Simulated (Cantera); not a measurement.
An isothermal, constant-pressure homogeneous reactor starts with 25.6 % NO, 74.4 % N2, at 1950 K and 0.0133 bar.

Cantera simulation using GRI-Mech 3.0 (53 species, 325 reactions); the numbers are that mechanism's predictions, not measurements. Radical loss at walls, strong at low pressure, is not modelled.

One state of this run: x NO = 0.247; x O = 0.000416; x O2 = 0.00459; x NO2 = 8.63e-6; x N2O = 2.25e-5. x: mole fraction; the columns are a selection and need not sum to one.

### Question
Which value of t (s) does it belong to?
(A) 2.46
(B) 7.00
(C) 0.00162
(D) 0.00462

### Answer
A, 2.46
